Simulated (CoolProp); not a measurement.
Vapour-liquid equilibrium of R125 (1) + R236FA (2) at 3.16 bar; x and y are mole fractions of (1).

Computed with CoolProp (multi-fluid Helmholtz-energy mixture model, Lemmon 2005 and Pan 2012; pair parameters Bell 2016).

### Question
Give the bubble temperature and the first vapour's composition at x = 0.125, 0.725, 0.8. Is there an azeotrope?

### Answer
x = 0.125: 290.9 K, y = 0.388; x = 0.725: 259.2 K, y = 0.940; x = 0.8: 256.9 K, y = 0.960. No azeotrope shows between x = 0.05 and 0.95.

Pair parameters are fitted to limited data, so mixtures are less certain than the pure fluids.
